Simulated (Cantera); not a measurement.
Feed: 1 mol SiH4, 0.15 mol NH3, 13 mol N2, equilibrated at 1848 K and 0.0133 bar.

Cantera equilibrium calculation (NASA polynomials, part measured and part estimated; ideal gas, pure solids and liquids). Candidate condensed phases: Si, Si3N4; 18 gas species. The tables' values for SiN are old estimates; treat these amounts as uncertain. The numbers say what is thermodynamically allowed, not how fast it happens.

Base state: N2 0.853, H2 0.144, H 0.00174, Si 0.000471, Si2N 2.96e-5, SiH 2.06e-5, SiN 1.94e-5 (mole fractions); condensed: Si(l).

**Question.** What changes in the equilibrium state with this change: NH3 from 0.15 to 13 mol?

**Answer.** 
| species | before | after |
|---|---|---|
| H2 | 0.144 | 0.522 |
| N2 | 0.853 | 0.475 |
| H | 0.00174 | 0.00332 |
| Si | 0.000471 | 0.000471 |
| SiH2 | 6.00e-6 | 2.17e-5 |
| SiH | 2.06e-5 | 3.91e-5 |
| Si(l), mol | 0.991 | 0.975 |
Gases not in the tables: Si2H6 and higher silanes.
